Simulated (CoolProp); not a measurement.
Vapour-liquid equilibrium of propane (1) + n-pentane (2) at 19.05 °C; x and y are mole fractions of (1).

Values from CoolProp's multi-fluid Helmholtz-energy mixture model, Lemmon 2009 and Thol 2019; pair parameters Kunz 2012.

| x | bubble pressure (MPa) | y at the bubble point | dew pressure at overall composition x (MPa) | liquid density (mol/L) |
|---|---|---|---|---|
| 0.05 | 0.09767 | 0.458 | 0.05730 | … |
| 0.2 | 0.2180 | 0.782 | 0.06762 | 9.049 |
| 0.35 | … | 0.875 | 0.08240 | 9.418 |
| 0.5 | 0.4385 | 0.921 | 0.1053 | 9.859 |
| 0.65 | 0.5462 | 0.951 | … | … |
| 0.8 | 0.6560 | 0.974 | 0.2335 | 10.83 |
| 0.95 | 0.7732 | 0.994 | 0.5403 | 11.26 |

Complete the blanks.


- 0.05, liquid density (mol/L): 8.765
- 0.35, bubble pressure (MPa): 0.3301
- 0.65, dew pressure at overall composition x (MPa): 0.1455
- 0.65, liquid density (mol/L): 10.34

No azeotrope shows between x = 0.05 and 0.95.

Pair parameters are fitted to limited data, so mixtures are less certain than the pure fluids. The gap from Raoult's law changes sign with composition, which may be real or a fault of the pair parameters; it wasn't checked against measurements.
